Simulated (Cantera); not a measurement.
An isothermal, constant-pressure homogeneous reactor starts with 2.61 % CO, 0.378 % O2, 0.184 % H2O, 96.8 % N2, at 1350 K and 4.93 atm.

Cantera simulation using GRI-Mech 3.0 (53 species, 325 reactions); the numbers are that mechanism's predictions, not measurements.

x: mole fraction; the columns are a selection and need not sum to one.

```tsv
t (s)	x CO	x O2	x H2O	x H	x CO2	x O	x NO2
2.00e-5	0.0261	0.00378	0.00184	1.73e-10	4.48e-9	3.76e-9	<1e-12
6.65e-5	0.0261	0.00378	0.00184	1.76e-9	2.12e-8	1.24e-8	<1e-12
0.000221	0.0261	0.00378	0.00184	2.53e-8	2.73e-7	8.79e-8	<1e-12
0.000737	0.0260	0.00371	0.00183	(withheld)	(withheld)	(withheld)	2.86e-12
0.00245	0.0179	3.34e-6	0.00106	0.000211	0.00835	1.34e-6	2.40e-11
0.00816	0.0178	(withheld)	0.000940	(withheld)	0.00848	(withheld)	1.39e-12
0.0271	0.0177	5.26e-10	0.000918	5.77e-6	0.00851	5.14e-10	<1e-12
0.0903	0.0177	4.04e-11	0.000909	1.41e-6	0.00852	3.45e-11	<1e-12
0.301	0.0177	3.99e-12	0.000905	3.85e-7	0.00852	3.39e-12	<1e-12
1.00	0.0177	<1e-12	0.000902	1.09e-7	0.00852	<1e-12	<1e-12
```

Problem. Some entries are withheld; supply them.

Solution. 
- 0.000737, x H: 8.93e-6
- 0.000737, x CO2: 0.000113
- 0.000737, x O: 2.59e-5
- 0.00816, x O2: 1.07e-8
- 0.00816, x H: 2.58e-5
- 0.00816, x O: 1.05e-8
